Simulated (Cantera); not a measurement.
A freely propagating, adiabatic, planar premixed flame of CH4 : H2 : O2 : N2 : H2O = 1 : 0.19 : 1.5 : 5.84 : 0.22 (molar parts), equivalence ratio 1.4, unburnt at 700 K and 6.60 bar; mixture-averaged transport, grid criteria slope 0.08 and curve 0.16, no radiation.

Model: GRI-Mech 3.0 (53 species, 325 reactions), integrated in Cantera. Burning velocities carry a grid error of a few per cent, more on coarse grids.

### Question
Predict: laminar burning velocity; thermal thickness; peak x(C2H2); peak x(H).

### Answer
```
Property                      Value
------------------------  ---------
laminar burning velocity  47.0 cm/s
thermal thickness          0.136 mm
peak x(C2H2)                0.00226
peak x(H)                   0.00144
```
